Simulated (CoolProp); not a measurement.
Vapour pressure (kPa) of R142b: the reference equation beside estimates from Tc = 137.1 °C, pc = 4055 kPa, ω = 0.232.

Model: reference Helmholtz-energy equation of state, Lemmon 2006, in CoolProp. It is a short technical equation, of lower accuracy than the large ones.

| T (°C) | reference | Lee-Kesler | van der Waals | Redlich-Kwong | Soave-Redlich-Kwong | Peng-Robinson |
|---|---|---|---|---|---|---|
| -40.75 | 22.87 | ___ | 250.7 | 44.20 | 22.57 | 23.37 |
| -33.85 | 32.92 | 32.18 | 298.7 | 61.33 | 32.52 | 33.44 |
| -26.95 | 46.26 | 45.41 | 352.6 | 83.18 | 45.76 | 46.75 |
| -20.05 | 63.63 | 62.70 | 412.8 | 110.5 | ___ | 64.04 |
| -13.15 | 85.81 | 84.87 | 479.7 | 144.2 | 85.15 | 86.07 |
| -6.25 | 113.7 | 112.8 | 553.4 | 185.0 | ___ | 113.7 |
| 0.65 | 148.2 | 147.5 | 634.3 | 233.9 | 147.5 | 147.9 |
| 7.55 | 190.2 | 189.8 | 722.7 | 291.5 | 189.8 | ___ |

Q: Fill in the missing entries.

A: 
- -40.75, Lee-Kesler: 22.27
- -20.05, Soave-Redlich-Kwong: 63.04
- -6.25, Soave-Redlich-Kwong: 113.0
- 7.55, Peng-Robinson: 189.7

Absolute difference from the reference over all 8 rows, mean and median: Lee-Kesler 1.3 and 1.3 %, van der Waals 558.5 and 503.9 %, Redlich-Kwong 71.9 and 70.9 %, Soave-Redlich-Kwong 0.8 and 0.8 %, Peng-Robinson 0.8 and 0.5 %.
